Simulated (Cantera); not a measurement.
Cantera with NASA thermochemical tables; ideal gases at 1 bar, condensed phases pure. Values are per mole of reaction as written; species without (g) are pure solids or liquids, kept so even where they would boil at 1 bar. TaC: taken at fixed stoichiometry.

9 C + 2 Ta2O5 ⇌ 4 TaC + 5 CO2(g), with ΔH° = 1548.0 kJ and ΔS° = 900.4 J/K at 300 K.

Question: How far is the shortcut ΔG° ≈ ΔH°(300 K) − T·ΔS°(300 K) from the full temperature-dependent value at 1475, 1625, 1775, 1925, 2075, 2225, 2375, 2525, 2675 K?

Answer: 
```
T (K)  shortcut (kJ)  full (kJ)  difference (kJ)  difference in log10 K               condensed phases
-----  -------------  ---------  ---------------  ---------------------  -----------------------------
1475           220.0      277.2            -57.3                   2.03  C(graphite), Ta2O5(s), TaC(s)
1625            84.9      156.9            -72.0                   2.32  C(graphite), Ta2O5(s), TaC(s)
1775           -50.2       37.8            -88.0                   2.59  C(graphite), Ta2O5(s), TaC(s)
1925          -185.2      -80.2           -105.0                   2.85  C(graphite), Ta2O5(s), TaC(s)
2075          -320.3     -195.2           -125.1                   3.15  C(graphite), Ta2O5(l), TaC(s)
2225          -455.3     -293.3           -162.1                   3.80  C(graphite), Ta2O5(l), TaC(s)
2375          -590.4     -389.6           -200.8                   4.42  C(graphite), Ta2O5(l), TaC(s)
2525          -725.5     -484.4           -241.0                   4.99  C(graphite), Ta2O5(l), TaC(s)
2675          -860.5     -577.9           -282.7                   5.52  C(graphite), Ta2O5(l), TaC(s)
```
The shortcut ignores heat capacities and the phase changes listed.
